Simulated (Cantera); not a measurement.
# Reactions in the system Ba-H-O

Cantera with NASA thermochemical tables; ideal gases at 1 bar, condensed phases pure. Values are per mole of reaction as written; species without (g) are pure solids or liquids, kept so even where they would boil at 1 bar.

Ba(OH)2 = 2 OH(g) + Ba

| T (K) | ΔH° (kJ) | ΔS° (J/K) | ΔG° (kJ) | log10 K | condensed phases |
|---|---|---|---|---|---|
| 650 | 1015.9 | 303.5 | 818.7 | -65.79 | Ba(OH)2(s), Ba(s) |
| 750 | 995.0 | 272.9 | 790.3 | -55.04 | Ba(OH)2(l), Ba(s) |
| 850 | 990.6 | 267.4 | 763.3 | -46.91 | Ba(OH)2(l), Ba(s) |
| 950 | 986.3 | 262.7 | 736.8 | -40.51 | Ba(OH)2(l), Ba(s) |
| 1050 | 990.2 | 266.5 | 710.4 | -35.34 | Ba(OH)2(l), Ba(l) |
| 1150 | 986.4 | 263.0 | 683.9 | -31.06 | Ba(OH)2(l), Ba(l) |
| 1250 | 982.6 | 259.9 | 657.7 | -27.48 | Ba(OH)2(l), Ba(l) |
| 1350 | 978.9 | 257.1 | 631.9 | -24.45 | Ba(OH)2(l), Ba(l) |
| 1450 | 975.3 | 254.5 | 606.3 | -21.84 | Ba(OH)2(l), Ba(l) |
| 1550 | 971.8 | 252.2 | 581.0 | -19.58 | Ba(OH)2(l), Ba(l) |
| 1650 | 968.4 | 250.0 | 555.9 | -17.60 | Ba(OH)2(l), Ba(l) |

O2(g) + 4 H(g) + 2 BaO = 2 Ba(OH)2

```
T (K)  ΔH° (kJ)  ΔS° (J/K)  ΔG° (kJ)  log10 K    condensed phases
-----  --------  ---------  --------  -------  ------------------
650     -1662.8     -583.0   -1283.9   103.17  BaO(s), Ba(OH)2(s)
750     -1624.6     -527.1   -1229.2    85.61  BaO(s), Ba(OH)2(l)
850     -1619.2     -520.3   -1176.9    72.32  BaO(s), Ba(OH)2(l)
950     -1614.0     -514.6   -1125.1    61.86  BaO(s), Ba(OH)2(l)
1050    -1609.0     -509.6   -1073.9    53.42  BaO(s), Ba(OH)2(l)
1150    -1604.2     -505.2   -1023.2    46.47  BaO(s), Ba(OH)2(l)
1250    -1599.6     -501.4    -972.9    40.65  BaO(s), Ba(OH)2(l)
1350    -1595.2     -498.0    -922.9    35.71  BaO(s), Ba(OH)2(l)
1450    -1591.0     -495.0    -873.3    31.46  BaO(s), Ba(OH)2(l)
1550    -1586.9     -492.3    -823.9    27.76  BaO(s), Ba(OH)2(l)
1650    -1583.0     -489.9    -774.8    24.53  BaO(s), Ba(OH)2(l)
```
